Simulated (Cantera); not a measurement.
Feed: 1 mol Si, 0.0011 mol O2, 4.2 mol H2, 0.001 mol H2O, at 1048.15 K and 0.840 Pa.

These are equilibrium values from Cantera (NASA tables, ideal gas, pure condensed phases), not measurements of a reactor. Candidate condensed phases: H2O, Si, SiO2; 18 gas species. Mutual solubility and eutectic melting of coexisting phases are not modelled. Equilibrium is a limit: real reactors are often held back by kinetics, nucleation or transport.

Base state: H2 1.000, SiO 0.000421 (mole fractions); condensed: Si(s) + SiO2(β-quartz).

**Question.** What changes in the equilibrium state with this change: temperature from 1048.15 K to 1100 K?

**Answer.** 
```tsv
species	before	after
H2	1.000	0.999
SiO	0.000421	0.000761
Si(s), mol	0.998	0.997
SiO2(β-quartz), mol	0.000714	0
```

**Question.** What changes in the equilibrium state with this change: pressure from 0.840 Pa to 1.30 mbar?

**Answer.** 
| species | before | after |
|---|---|---|
| H2 | 1.000 | 1.000 |
| SiO | 0.000421 | 2.72e-6 |
| Si(s), mol | 0.998 | 0.998 |
| SiO2(β-quartz), mol | 0.000714 | 0.00159 |

**Question.** What changes in the equilibrium state with this change: pressure from 0.840 Pa to 0.280 bar?

**Answer.** 
```json
[
 {"species": "H2", "before": "1.000", "after": "1.00"},
 {"species": "SiO", "before": "0.000421", "after": "1.26e-8"},
 {"species": "Si(s), mol", "before": "0.998", "after": "0.998"},
 {"species": "SiO2(β-quartz), mol", "before": "0.000714", "after": "0.00160"}
]
```
